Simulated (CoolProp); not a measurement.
Vapour-liquid equilibrium of toluene (1) + n-dodecane (2) at 77.15 °C; x and y are mole fractions of (1).

The numbers come from the multi-fluid Helmholtz-energy mixture model, Lemmon 2006 and Lemmon 2004; pair parameters Bell 2016 in CoolProp.

| x | bubble pressure (kPa) | y at the bubble point | dew pressure at overall composition x (kPa) | liquid density (mol/L) |
|---|---|---|---|---|
| 0.05 | 2.056 | 0.710 | 0.6594 | 4.272 |
| 0.15 | (withheld) | 0.901 | 0.7351 | 4.533 |
| 0.25 | 8.995 | 0.948 | 0.8303 | 4.823 |
| 0.35 | (withheld) | 0.969 | 0.9539 | 5.148 |
| 0.45 | 16.42 | 0.979 | 1.121 | 5.513 |
| 0.55 | 19.96 | (withheld) | 1.358 | 5.928 |
| 0.65 | 23.37 | 0.991 | 1.724 | 6.404 |
| 0.75 | 26.70 | 0.994 | 2.360 | 6.956 |
| 0.85 | 30.04 | 0.997 | 3.747 | 7.604 |
| 0.95 | 33.45 | (withheld) | 9.219 | 8.375 |

Question: Complete the blanks.

Answer: 
- 0.15, bubble pressure (kPa): 5.353
- 0.35, bubble pressure (kPa): 12.74
- 0.55, y at the bubble point: 0.986
- 0.95, y at the bubble point: 0.999

No azeotrope shows between x = 0.05 and 0.95.

The pair parameters rest on a limited set of measurements; away from them the model extrapolates. The gap from Raoult's law changes sign with composition, which may be real or a fault of the pair parameters; it wasn't checked against measurements.
